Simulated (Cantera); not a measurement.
# Reactions in the system C-Cl-H

Cantera with NASA thermochemical tables; ideal gases at 1 bar, condensed phases pure. Values are per mole of reaction as written; species without (g) are pure solids or liquids, kept so even where they would boil at 1 bar.

8 Cl(g) + C₃H₈(g) ⇌ 3 C + 8 HCl(g)

| T (K) | ΔH° (kJ) | ΔS° (J/K) | ΔG° (kJ) | log10 K |
|---|---|---|---|---|
| 1675 | -1642.8 | -118.0 | -1445.3 | 45.07 |
| 1700 | -1643.7 | -118.5 | -1442.3 | 44.32 |
| 1725 | -1644.5 | -119.0 | -1439.3 | 43.58 |
| 1750 | -1645.4 | -119.4 | -1436.3 | 42.87 |
| 1775 | -1646.2 | -119.9 | -1433.4 | 42.18 |
| 1800 | -1647.1 | -120.4 | -1430.4 | 41.51 |
| 1825 | -1647.9 | -120.9 | -1427.3 | 40.85 |
| 1850 | -1648.8 | -121.3 | -1424.3 | 40.21 |
| 1875 | -1649.6 | -121.8 | -1421.3 | 39.59 |
| 1900 | -1650.5 | -122.2 | -1418.2 | 38.99 |
